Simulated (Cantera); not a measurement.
Input: 1 mol SiHCl3, 7 mol H2, at 948 K and 8000 Pa.

These are equilibrium values from Cantera (NASA tables, ideal gas, pure condensed phases), not measurements of a reactor. The tables' values for SiCl3 are old estimates; treat these amounts as uncertain. Kinetics and transport are ignored.

```tsv
species	before	after
H2	0.893	0.997
HCl	0.0123	0.00229
SiHCl3	0.0228	0.000130
SiCl4	0.0699	6.63e-5
SiCl3	0.000732	3.96e-6
SiCl2	0.000259	7.99e-6
SiH2Cl2	0.000752	2.59e-5
Si(s), mol	0.223	0.766
```
Gas species are given as mole fractions.

**Question.** Which change was made?
A) pressure from 8000 Pa to 2300 Pa
B) H2 from 7 to 210 mol
C) H2 from 7 to 990 mol
D) temperature from 948 K to 1773.15 K

**Answer.** C, H2 from 7 to 990 mol
